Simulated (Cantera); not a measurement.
An adiabatic, constant-pressure homogeneous reactor starts with CH4 : O2 : N2 = 1 : 1.54 : 5.78 (molar parts), equivalence ratio 1.3, at 1725 K and 750 Torr. Integrator tolerance rtol = 1e-08.

Detailed kinetics in Cantera: GRI-Mech 3.0 (53 species, 325 reactions).

What does this change do: initial temperature 1725 to 1150 K?


```csv
quantity,before,after
time of steepest temperature rise,0.192 ms,0.110 s
temperature at 7.00 s,2835 K,2597 K
equilibrium temperature,2835 K,2597 K
x(CH4) at 7.00 s,<1e-12 (gas-phase equilibrium <1e-12),<1e-12 (gas-phase equilibrium <1e-12)
x(O2) at 7.00 s,0.00630 (gas-phase equilibrium 0.00630),0.00158 (gas-phase equilibrium 0.00158)
x(H2O2) at 7.00 s,1.61e-7 (gas-phase equilibrium 1.61e-7),6.01e-8 (gas-phase equilibrium 6.01e-8)
x(N2O) at 7.00 s,3.02e-7 (gas-phase equilibrium 3.02e-7),1.08e-7 (gas-phase equilibrium 1.08e-7)
x(OH) at 7.00 s,0.0187 (gas-phase equilibrium 0.0187),0.00757 (gas-phase equilibrium 0.00757)
```

What does this change do: pressure from 750 Torr to 173 Torr?


```tsv
quantity	before	after
time of steepest temperature rise	0.192 ms	0.715 ms
temperature at 7.00 s	2835 K	2713 K
equilibrium temperature	2835 K	2713 K
x(CH4) at 7.00 s	<1e-12 (gas-phase equilibrium <1e-12)	<1e-12 (gas-phase equilibrium <1e-12)
x(O2) at 7.00 s	0.00630 (gas-phase equilibrium 0.00630)	0.00851 (gas-phase equilibrium 0.00851)
x(H2O2) at 7.00 s	1.61e-7 (gas-phase equilibrium 1.61e-7)	6.82e-8 (gas-phase equilibrium 6.82e-8)
x(N2O) at 7.00 s	3.02e-7 (gas-phase equilibrium 3.02e-7)	1.40e-7 (gas-phase equilibrium 1.40e-7)
x(OH) at 7.00 s	0.0187 (gas-phase equilibrium 0.0187)	0.0208 (gas-phase equilibrium 0.0208)
```
